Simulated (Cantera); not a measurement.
Input: 1 mol BCl3, a varied amount of O2, 17 mol H2, equilibrated at 21.0 Torr.

Equilibrium computed with Cantera from the NASA thermochemical tables; the gas is ideal and each condensed phase is pure. Candidate condensed phases: B, B2O3, B3O3H3, H2O; 33 gas species. Mutual solubility and eutectic melting of coexisting phases are not modelled. The tables' values for BCl2 are old estimates. Rates play no part.

What condenses at these points (T in K, n(O2) in mol): (1650, 3.6); (1350, 0.75); (1750, 2.5); (1950, 3.6); (1550, 0.75); (1950, 0.18); (1350, 0.18)?


```
T (K)  n(O2) in mol  condensed phases  B condensed (%)
-----  ------------  ----------------  ---------------
1650            3.6          gas only              0.0
1350           0.75              B2O3             98.0
1750            2.5          gas only              0.0
1950            3.6          gas only              0.0
1550           0.75              B2O3             68.4
1950           0.18                 B             33.8
1350           0.18          B + B2O3             66.0
```
